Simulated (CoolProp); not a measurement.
Saturated liquid density (kg/m³) of decamethyltetrasiloxane (MD2M): the reference equation beside estimates from Tc = 326.2 °C, pc = 1.144 MPa, ω = 0.635.

Computed with CoolProp (reference Helmholtz-energy equation of state, Thol 2017).

```csv
T (°C),reference,Redlich-Kwong,Peng-Robinson
156.75,712.1,…,…
167.25,700.0,…,…
177.75,687.6,555.3,696.1
188.15,674.9,542.7,682.7
198.65,661.7,529.5,668.1
209.15,…,515.7,652.5
219.65,…,…,635.6
230.15,618.6,485.8,617.4
```

**Question.** Complete the blanks.

**Answer.** 
- 156.75, Redlich-Kwong: 579.1
- 156.75, Peng-Robinson: 720.8
- 167.25, Redlich-Kwong: 567.4
- 167.25, Peng-Robinson: 708.8
- 209.15, reference: 647.9
- 219.65, reference: 633.6
- 219.65, Redlich-Kwong: 501.1

Absolute difference from the reference over all 8 rows, mean and median: Redlich-Kwong 19.9 and 19.8 %, Peng-Robinson 0.9 and 1.1 %.
